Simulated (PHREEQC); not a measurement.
Make-up at 25 °C: 0.13 mol KF per kg of water. Closed to the air; pH follows from the charge balance.

All values are PHREEQC results (ion-association model, wateq4f.dat), not measurements.

No solid was allowed to form.

Question: Estimate the pH.

Answer: pH 8.10.
